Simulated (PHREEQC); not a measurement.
Synthetic water in mmol/kgw, 25 °C, pH 5.87, pe 11.1: Na 0.00651; K 0.00104; Ca 0.0221; Mg 0.00273; Cl 0.0182; S(6) 0.0147; Alkalinity (meq/kgw) 0.0116; N(5) 0.0003; Ba 0.00102; Si 0.00102.

Valence states are taken as typed.

Equilibrium calculation in PHREEQC: ion-association model, phreeqc.dat.

| quantity | before | after |
|---|---|---|
| CO2 (mol/kgw) | 3.88e-5 | 1.84e-5 |
| HCO3- (mol/kgw) | 1.29e-5 | 1.23e-5 |
| CaSO4 (mol/kgw) | 5.23e-8 | 5.23e-8 |
| MgSO4 (mol/kgw) | 8.51e-9 | 8.51e-9 |
| BaSO4 (mol/kgw) | 6.77e-9 | 6.77e-9 |
| CaHCO3+ (mol/kgw) | 3.48e-9 | 3.29e-9 |
| SI of Quartz (SiO2) | -2.01 | -2.01 |

Question: What was changed between the two runs?
A) N(5) from 0.0003 to 0.00015 mmol/kgw
B) pH from 5.87 to 6.17 at the same alkalinity
C) all concentrations times 2 at the same typed pH

Answer: B, pH from 5.87 to 6.17 at the same alkalinity

This is a speciation only: nothing precipitates in the calculation.
